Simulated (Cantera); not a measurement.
Predominance diagram of Ca at 1475 K against the partial pressures of O₂ and Cl₂ (log10, bar). Source: NASA polynomial tables (part measured, part estimated), evaluated in Cantera. Candidates: Ca(l), CaCl₂(l), CaO(s). Only these pure phases compete in this equilibrium. Not in the tables: oxide halides.

```
log p(Cl₂) \ log p(O₂)
        columns: -29, -27.3, -25.6, -23.9, -22.2, -20.5, -18.8, -17.1, -15.4, -13.6, -11.9, -10.2, -8.5, -6.8, -5.1, -3.4, -1.7, 0
      1  A A A A A A A A A A A A A A A A A A
   -1.7  A A A A A A A A A A A A A A A A A A
   -4.4  A A A A A A A A A A A A A A A A A B
   -7.1  A A A A A A A A A A A A A A B B B B
   -9.8  A A A A A A A A A A B B B B B B B B
  -12.5  A A A A A A A B B B B B B B B B B B
  -15.2  A A A A B B B B B B B B B B B B B B
  -17.9  A B B B B B B B B B B B B B B B B B
  -20.6  B B B B B B B B B B B B B B B B B B
  -23.3  B B B B B B B B B B B B B B B B B B
    -26  B B B B B B B B B B B B B B B B B B
```

A: CaCl₂(l); B: CaO(s).
